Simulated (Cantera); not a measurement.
Input (Python, Cantera) and output of one run.

```python
import numpy as np
import cantera as ct

gas_names = [...]  # 87 gases of nasa_gas.yaml made of C, H, Si
cond_names = """
    C(gr) C6H6(L) C7H8(L) C8H18(L),n-octa Si(cr) Si(L) SiC(b)
""".split()


# ... load() reads the species with a 1 bar reference pressure and builds the phases ...
atoms = {
    'SiH4': {'Si': 1, 'H': 4},
    'C2H4': {'C': 2, 'H': 4},
    'H2': {'H': 2},
}
top_T = {'C(gr)': 4500, 'SiC(b)': 3050}  # K; cautious upper limits of use, not melting points


# ... equilibrate(T, P, feed) seeds the gas with the atoms and calls Mixture.equilibrate('TP', solver="vcs", rtol=1e-11, max_steps=5000) ...
results = []
feed = {'SiH4': 1, 'C2H4': 0.056, 'H2': 83}  # mol
T = 1150  # K
P = 13332.2  # Pa
mix = equilibrate(T, P, feed)
results.append((T, P, feed, dict(zip(mix.species_names, mix.species_moles))))
x = sorted(zip(gas.X, gas.species_names), reverse=True)
print(f"T = {T:g} K  P = {P:g} Pa  gas = {mix.phase_moles(0):.4g} mol")
print("   x: " + "  ".join(f"{s} {v:.3e}" for v, s in x if v > 1e-05))
print("   condensed (mol): " + ("  ".join(f"{mix.phase(i).name} {mix.phase_moles(i):.4g}"
      for i in range(1, mix.n_phases) if mix.phase_moles(i) > 1e-12) or "none"))
```

It prints:

```
T = 1150 K  P = 13332.2 Pa  gas = 85.11 mol
   x: H2 1.000e+00
   condensed (mol): Si(cr) 0.8883  SiC(b) 0.1117
```

Cantera equilibrium calculation (NASA polynomials, part measured and part estimated; ideal gas, pure solids and liquids). Mutual solubility and eutectic melting of coexisting phases are not modelled.
